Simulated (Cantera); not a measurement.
Input: 1 mol CO, 0.021 mol CO2, a varied amount of H2, held at 500 K and 74.0 mbar.

These are equilibrium values from Cantera (NASA tables, ideal gas, pure condensed phases), not measurements of a reactor. Candidate condensed phases: C, C6H6, C7H8, C8H18, H2O; 110 gas species. Rates play no part.

Task: Which condensed phases are stable at each of these points (n(H2) (mol)): 1.3, 2, 3.1, 4.8, 7.4, 11, 18, 27, 42?

Result: 
| n(H2) (mol) | condensed phases | C condensed (%) |
|---|---|---|
| 1.3 | C(graphite) | 58.8 |
| 2 | C(graphite) | 36.7 |
| 3.1 | gas only | 0.0 |
| 4.8 | gas only | 0.0 |
| 7.4 | gas only | 0.0 |
| 11 | gas only | 0.0 |
| 18 | gas only | 0.0 |
| 27 | gas only | 0.0 |
| 42 | gas only | 0.0 |

From 1.3 mol H2 to 2 mol H2 the condensed part is C(graphite). From 3.1 mol H2 to 42 mol H2 nothing is condensed.
